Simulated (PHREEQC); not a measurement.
Solution A (0.065 mol/kgw KH2PO4 and 0.0021 mol/kgw HF) is mixed with solution B (0.047 mol/kgw HF, 0.25 mol/kgw NaF and 0.00019 mol/kgw H3PO4) at 20 °C; shares are by mass of water, 1 kg in all. O2 is buffered at 0.21 atm. No CO2 enters from the air. No solid was allowed to form.

Equilibrium calculation in PHREEQC: ion-association model, wateq4f.dat.

Question: Predict F- (mol/kgw), HF2- (mol/kgw) at share of solution B = 0.4, 0.7, 0.8, 0.9, 1.

Answer: 
```
share of solution B  F- (mol/kgw)  HF2- (mol/kgw)
-------------------  ------------  --------------
0.4                        0.0930         0.00476
0.7                         0.156          0.0116
0.8                         0.176          0.0142
0.9                         0.196          0.0169
1                           0.216          0.0198
```

H3PO4, which wateq4f.dat lacks, is added to it with the constant of phreeqc.dat.
